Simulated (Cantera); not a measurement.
**Ignition delay**

Mixture: CH4 : H2 : O2 : N2 = 1 : 0.06 : 2.57 : 9.66 (molar parts), equivalence ratio 0.79, at 1.00 bar, adiabatic and at constant volume. Ignition delay is the time to a rise of 400 K.

Model: GRI-Mech 3.0 (53 species, 325 reactions), integrated in Cantera. Below about 1000 K GRI-Mech 3.0 lacks low-temperature oxidation paths. Below about 950 K walls govern HO2 and H2O2 in real vessels.

| T0 (K) | delay (ms) |
|---|---|
| 925 | 626 |
| 1000 | 238 |
| 1075 | 97.0 |
| 1150 | 37.8 |
| 1225 | 14.8 |
| 1300 | 6.02 |
| 1375 | 2.60 |
| 1450 | 1.22 |
| 1525 | 0.617 |
| 1600 | 0.339 |

```
Item                                                     Value
--------------------------------------------------  ----------
apparent activation energy between 1450 and 1600 K  160 kJ/mol
```
